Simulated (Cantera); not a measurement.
Silicon etching in halogen gases: Si + HCl + N2

Feed: 1 mol Si, 2.6 mol HCl, 0.78 mol N2, equilibrated at 1048.15 K and 1.33 mbar.

Equilibrium computed with Cantera from the NASA thermochemical tables; the gas is ideal and each condensed phase is pure. Candidate condensed phases: NH4Cl, Si, Si3N4; 28 gas species. N2 is the only nitrogen source here; it is nearly inert below about 1500 K, so the nitride shown seldom forms there in practice. The tables' values for SiCl3 are old estimates; treat these amounts as uncertain. Equilibrium is a limit: real reactors are often held back by kinetics, nucleation or transport.

```json
{
  "x(HCl)": "0.507",
  "x(H2)": "0.245",
  "x(N2)": "0.125",
  "x(SiCl4)": "0.121",
  "x(SiCl3)": "0.00104",
  "x(SiHCl3)": "0.000599",
  "x(SiCl2)": "0.000164",
  "n(Si3N4(s))": "0.226 mol",
  "gas_amount": "2.608 mol",
  "log10 activity of Si(s) (absent)": "-4.08"
}
```
